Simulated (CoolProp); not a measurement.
Computed with CoolProp (reference Helmholtz-energy equation of state, Thol 2015).

Task: For octamethylcyclotetrasiloxane (D4), give the phase and the Z, cp (kJ/(kg K)), cv (kJ/(kg K)), speed of sound (m/s) at 346.85 °C and 4.33 bar; 346.85 °C and 5.77 bar.

Result: 
- 346.85 °C and 4.33 bar: gas; Z 0.903, cp 2.07, cv 2.02, speed of sound 120
- 346.85 °C and 5.77 bar: gas; Z 0.868, cp 2.08, cv 2.02, speed of sound 115
